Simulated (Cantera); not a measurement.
An isothermal, constant-pressure homogeneous reactor starts with 61.7 % NH3, 38.3 % H2, at 2300 K and 0.133 bar.

Model: the gas-phase N/H chemistry of the illustrative SiF4/NH3 mechanism in the Surface Chemkin manual (1991), integrated in Cantera. Walls and surfaces, which speed up NH3 decomposition in real reactors, are not modelled.

x: mole fraction; the columns are a selection and need not sum to one.

```
t (s)        x NH3   x H2     x NH2      x N       x H     x NH
--------  --------  -----  --------  -------  --------  -------
0.000500     0.595  0.396   0.00317  5.68e-6  0.000674  9.15e-5
0.000976     0.573  0.411   0.00309  5.78e-6  0.000707  9.10e-5
0.00191      0.533  0.438   0.00293  5.95e-6  0.000768  8.99e-5
0.00372      0.465  0.485   0.00266  6.22e-6  0.000883  8.76e-5
0.00727      0.362  0.556   0.00223  6.59e-6   0.00109  8.27e-5
0.0142       0.232  0.647   0.00164  7.03e-6   0.00145  7.33e-5
0.0277       0.105  0.734  0.000964  7.47e-6   0.00213  5.81e-5
0.0541      0.0235  0.789  0.000361        ?   0.00384  3.77e-5
0.106     0.000403  0.796   2.26e-5        ?    0.0141  8.73e-6
0.206      1.11e-5  0.788   1.04e-6        ?    0.0234  6.76e-7
0.403      2.97e-6  0.788   2.83e-7        ?    0.0237  1.87e-7
0.787      1.28e-6  0.788   1.22e-7        ?    0.0237  8.05e-8
1.54       7.17e-7  0.788   6.83e-8        ?    0.0237  4.51e-8
3.00       5.52e-7  0.788   5.26e-8        ?    0.0237  3.47e-8
```

**Question.** Complete the blanks.

**Answer.** 
- 0.0541, x N: 8.35e-6
- 0.106, x N: 7.14e-6
- 0.206, x N: 9.27e-7
- 0.403, x N: 2.60e-7
- 0.787, x N: 1.12e-7
- 1.54, x N: 6.27e-8
- 3.00, x N: 4.82e-8
